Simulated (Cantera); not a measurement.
A Cantera script and its output.

```python
import numpy as np
import cantera as ct

gas = ct.Solution("gri30.yaml")
gas.TPX = 1700, 400, {'CH4': 1, 'N2': 100}
reactor = ct.IdealGasConstPressureReactor(gas, energy="off", clone=False)
net = ct.ReactorNet([reactor])
net.rtol, net.atol = 1e-08, 1e-18
show = ['CH4', 'CH2', 'C2H2', 'H', 'CH3']
times = np.geomspace(9e-06, 7, 9)

steps = ct.SolutionArray(gas, extra=["t"])
rows = []
print(f"{'t/s':>10s}{'T/K':>9s}{'P/Pa':>11s}" + "".join(f"{s:>11s}" for s in show))
for t in times:
    while net.time < t:
        t_next = net.step()
        steps.append(gas.state, t=t_next)
    rows.append([np.interp(t, steps.t, y) for y in (steps.T, steps.P, *steps(*show).X.T)])
    print(f"{t:10.3e}{rows[-1][0]:9.1f}{rows[-1][1]:11.4g}" + "".join(f"{x:11.3e}" for x in rows[-1][2:]))
rate = np.gradient(steps.T, steps.t)
print("integrator steps:", len(steps.t))
if steps.T.max() > steps.T[0] + 200:
    print(f"time of steepest temperature rise: {steps.t[rate.argmax()]:.4e} s")
gas.TPX = 1700, 400, {'CH4': 1, 'N2': 100}
gas.equilibrate("TP")
print(f"equilibrium (TP): T = {gas.T:.1f} K  " + "  ".join(f"{s} {gas[s].X[0]:.3e}" for s in show))
```

It prints:

```
       t/s      T/K       P/Pa        CH4        CH2       C2H2          H        CH3
 9.000e-06   1700.0        400  9.901e-03  7.643e-18  6.462e-24  3.846e-09  3.891e-09
 4.905e-05   1700.0        400  9.901e-03  6.132e-16  4.669e-21  2.043e-08  2.173e-08
 2.673e-04   1700.0        400  9.901e-03  8.385e-14  4.439e-18  9.728e-08  1.325e-07
 1.457e-03   1700.0        400  9.900e-03  9.856e-12  8.432e-15  2.839e-07  9.681e-07
 7.937e-03   1700.0        400  9.894e-03  3.915e-10  1.604e-11  3.370e-07  6.483e-06
 4.325e-02   1700.0        400  9.863e-03  7.837e-09  1.709e-08  3.749e-07  3.670e-05
 2.357e-01   1700.0        400  9.594e-03  1.510e-07  1.364e-05  1.629e-06  1.933e-04
 1.285e+00   1700.0        400  4.832e-03  6.760e-07  2.124e-03  2.668e-05  2.989e-04
 7.000e+00   1700.0        400  5.072e-04  2.627e-07  4.614e-03  7.288e-05  5.290e-05
integrator steps: 765
equilibrium (TP): T = 1700.0 K  CH4 1.450e-08  CH2 1.146e-10  C2H2 2.645e-04  H 2.831e-04  CH3 5.714e-09
```

Model: GRI-Mech 3.0 (53 species, 325 reactions), integrated in Cantera. GRI-Mech 3.0 stops at C3 and has no aromatics, soot or wall deposition, so with more carbon than oxygen in the feed, carbon stays in small species such as C2H2 where larger ones or solid carbon would form. Radical loss at walls, strong at low pressure, is not modelled.
